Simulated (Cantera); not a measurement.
Input: 1 mol C2H6, 1.6 mol NH3, 16 mol N2, equilibrated at 6.90 mbar.

Equilibrium computed with Cantera from the NASA thermochemical tables; the gas is ideal and each condensed phase is pure. Candidate condensed phases: C, C6H6, C7H8, C8H18; 92 gas species. The numbers say what is thermodynamically allowed, not how fast it happens.

Problem. At 1350 K, list the 4 most abundant gas species with their mole fractions, and the condensed phases.

Solution. N2 0.757, H2 0.243, HCN 0.000140, H 1.41e-5. Condensed: C(graphite).
